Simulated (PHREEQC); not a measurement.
Consider water at 25 °C with 0.0005 mol/kgw LiF. Closed to the air; pH follows from the charge balance.

Equilibrium calculation in PHREEQC: ion-association model, phreeqc.dat.

This is a speciation only: nothing precipitates in the calculation.

Question: What pH does the model give?

Answer: pH 7.11.
